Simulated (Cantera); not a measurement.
Cantera run:

```python
import numpy as np
import cantera as ct

gas_names = """
    AL ALH ALO ALOH ALO2 ALO2H AL2 AL2O AL2O2 H HALO HO2 H2 H2O H2O2 O OH O2 O3
""".split()
cond_names = """
    AL(cr) AL(L) AL2O3(a) AL2O3(L) H2O(s) H2O(L)
""".split()


# ... load() reads the species with a 1 bar reference pressure and builds the phases ...
atoms = {
    'Al2O3': {'AL': 2, 'O': 3},
    'H2': {'H': 2},
    'H2O': {'H': 2, 'O': 1},
}
top_T = {}  # K; cautious upper limits of use, not melting points


# ... equilibrate(T, P, feed) seeds the gas with the atoms and calls Mixture.equilibrate('TP', solver="vcs", rtol=1e-11, max_steps=5000) ...
results = []
feed = {'Al2O3': 1, 'H2': 300, 'H2O': 0.22}  # mol
T = 2123  # K
P = 133.322  # Pa
mix = equilibrate(T, P, feed)
results.append((T, P, feed, dict(zip(mix.species_names, mix.species_moles))))
print(gas.report(threshold=0.0001))
for i in range(1, mix.n_phases):
    print(f"{mix.phase(i).name:16s} {mix.phase_moles(i):12.5e} mol")
```

Result:

```
       temperature   2123 K
          pressure   133.32 Pa
           density   1.5457e-05 kg/m^3
  mean mol. weight   2.0465 kg/kmol
   phase of matter   gas

                          1 kg             1 kmol
                     ---------------   ---------------
          enthalpy        3.6848e+07        7.5409e+07  J
   internal energy        2.8223e+07        5.7757e+07  J
           entropy           1.2e+05        2.4559e+05  J/K
    Gibbs function       -2.1792e+08       -4.4597e+08  J
 heat capacity c_p             16304             33365  J/K
 heat capacity c_v             12241             25051  J/K

                      mass frac. Y      mole frac. X     chem. pot. / RT
                     ---------------   ---------------   ---------------
                AL          0.021358         0.0016199           -16.943
              ALOH         0.0029353        0.00013656           -57.406
              AL2O         0.0085773         0.0002509           -61.151
                 H          0.045937          0.093262           -13.198
                H2           0.88754           0.90096           -26.397
               H2O          0.032379         0.0036782           -53.662
     [  +13 minor]         0.0012723        9.4258e-05

AL(L)             0.00000e+00 mol
AL2O3(a)          6.36754e-01 mol
```

These are equilibrium values from Cantera (NASA tables, ideal gas, pure condensed phases), not measurements of a reactor. The tables' values for AlOH are old estimates; treat these amounts as uncertain.
